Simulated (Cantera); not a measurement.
An isothermal, constant-pressure homogeneous reactor starts with C₂H₄ : H₂ = 1 : 3.4 (molar parts), at 1850 K and 20.0 Torr. Integrator tolerance rtol = 1e-08.

Detailed kinetics in Cantera: GRI-Mech 3.0 (53 species, 325 reactions). GRI-Mech 3.0 was tuned for natural gas; its chemistry of ethylene as a main component is partial and can be far from experiment. GRI-Mech 3.0 stops at C3 and has no aromatics, soot or wall deposition, so with more carbon than oxygen in the feed, carbon stays in small species such as C2H2 where larger ones or solid carbon would form. Radical loss at walls, strong at low pressure, is not modelled.

Problem. What does this change do: pressure from 20.0 Torr to 0.195 Torr?

Solution. 
```json
[
 {"quantity": "x(C₂H₄) at 20.0 s", "before": "6.63e-5 (gas-phase equilibrium 6.63e-5)", "after": "2.31e-6 (gas-phase equilibrium 6.19e-7)"},
 {"quantity": "x(H₂) at 20.0 s", "before": "0.812 (gas-phase equilibrium 0.812)", "after": "0.807 (gas-phase equilibrium 0.788)"},
 {"quantity": "x(CH₃) at 20.0 s", "before": "2.49e-5 (gas-phase equilibrium 2.49e-5)", "after": "3.00e-6 (gas-phase equilibrium 2.37e-6)"},
 {"quantity": "x(C₂H) at 20.0 s", "before": "7.32e-6 (gas-phase equilibrium 7.32e-6)", "after": "2.13e-5 (gas-phase equilibrium 7.43e-5)"},
 {"quantity": "x(CH₄) at 20.0 s", "before": "0.000337 (gas-phase equilibrium 0.000337)", "after": "1.39e-5 (gas-phase equilibrium 3.12e-6)"},
 {"quantity": "x(H) at 20.0 s", "before": "0.00299 (gas-phase equilibrium 0.00299)", "after": "0.00869 (gas-phase equilibrium 0.0299)"},
 {"quantity": "x(C₂H₆) at 20.0 s", "before": "1.44e-9 (gas-phase equilibrium 1.44e-9)", "after": "1.31e-12 (gas-phase equilibrium <1e-12)"}
]
```

Problem. What does this change do: temperature 1850 to 1223 K?

Solution. 
```json
[
 {"quantity": "x(C₂H₄) at 20.0 s", "before": "6.63e-5 (gas-phase equilibrium 6.63e-5)", "after": "0.0325 (gas-phase equilibrium 0.0181)"},
 {"quantity": "x(H₂) at 20.0 s", "before": "0.812 (gas-phase equilibrium 0.812)", "after": "0.803 (gas-phase equilibrium 0.692)"},
 {"quantity": "x(CH₃) at 20.0 s", "before": "2.49e-5 (gas-phase equilibrium 2.49e-5)", "after": "1.24e-6 (gas-phase equilibrium 7.44e-6)"},
 {"quantity": "x(C₂H) at 20.0 s", "before": "7.32e-6 (gas-phase equilibrium 7.32e-6)", "after": "2.62e-10 (gas-phase equilibrium 5.84e-11)"},
 {"quantity": "x(CH₄) at 20.0 s", "before": "0.000337 (gas-phase equilibrium 0.000337)", "after": "0.00857 (gas-phase equilibrium 0.174)"},
 {"quantity": "x(H) at 20.0 s", "before": "0.00299 (gas-phase equilibrium 0.00299)", "after": "5.95e-6 (gas-phase equilibrium 1.54e-6)"},
 {"quantity": "x(C₂H₆) at 20.0 s", "before": "1.44e-9 (gas-phase equilibrium 1.44e-9)", "after": "7.07e-5 (gas-phase equilibrium 3.86e-5)"}
]
```
